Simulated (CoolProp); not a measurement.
Vapour-liquid equilibrium of propylene (1) + R152A (2) at 0.0158 MPa; x and y are mole fractions of (1).

The numbers come from the multi-fluid Helmholtz-energy mixture model, Lemmon 2013 and Outcalt 1996; pair parameters Bell 2016 in CoolProp.

Problem. Give the bubble temperature and the first vapour's composition at x = 0.05, 0.25, 0.35. Is there an azeotrope?

Solution. x = 0.05: 207.2 K, y = 0.388; x = 0.25: 196.1 K, y = 0.767; x = 0.35: 194.3 K, y = 0.809. No azeotrope shows between x = 0.05 and 0.95.

The pair parameters rest on a limited set of measurements; away from them the model extrapolates. With so large a gap from Raoult's law the liquid may split in two, which this calculation doesn't test in full.
